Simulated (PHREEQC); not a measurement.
LiOH is added in steps, without added water, to 1 kg of water holding 0.006 mol CuCl2 and 0.00013 mol HBF4, at 10 °C. O2 is buffered at 0.21 atm. CO2 from the air is kept out. Precipitation was switched off in this run.

Base run: PHREEQC, ion-association model, wateq4f.dat. Each further column changes one thing. The table gives pH.

| LiOH added (mol) | base | CuCl2 left out | HBF4 from 0.00013 to 0.000143 mol/kgw | CuCl2 from 0.006 to 0.009 mol/kgw | solids may form |
|---|---|---|---|---|---|
| 0 | 3.46 | 3.44 | 3.42 | 3.46 | 3.46 |
| 0.002125 | 6.31 | 11.68 | 6.30 | 6.15 | 5.03 |
| 0.00425 | 6.65 | 12.06 | 6.64 | 6.44 | 5.13 |
| 0.006375 | 6.93 | 12.26 | 6.92 | 6.66 | 5.28 |
| 0.0085 | 7.20 | (withheld) | 7.19 | 6.86 | (withheld) |
| 0.01063 | 7.52 | 12.49 | 7.51 | 7.07 | (withheld) |
| 0.01275 | 10.47 | 12.57 | 10.16 | 7.27 | 10.52 |
| 0.01487 | 11.76 | (withheld) | 11.75 | 7.49 | (withheld) |
| 0.017 | 12.04 | 12.69 | 12.04 | 7.79 | (withheld) |

### Question
Fill in the missing entries.

### Answer

- 0.0085, CuCl2 left out: 12.39
- 0.0085, solids may form: 5.61
- 0.01063, solids may form: 8.36
- 0.01487, CuCl2 left out: 12.63
- 0.01487, solids may form: 11.83
- 0.017, solids may form: 12.12

In at least one series the solution becomes supersaturated in solids that the run did not let form, among them Cu(OH)2, Atacamite. At this temperature some constants are extrapolated from 25 °C, and those without enthalpy data are left unchanged. Real BF4- forms and hydrolyses slowly; the run takes it at equilibrium. The database's constant for dissolved Cu(OH)2 is higher than later reviews accept. Solids allowed in the column 'solids may form': Cu(OH)2, Atacamite, CuF2:2H2O.
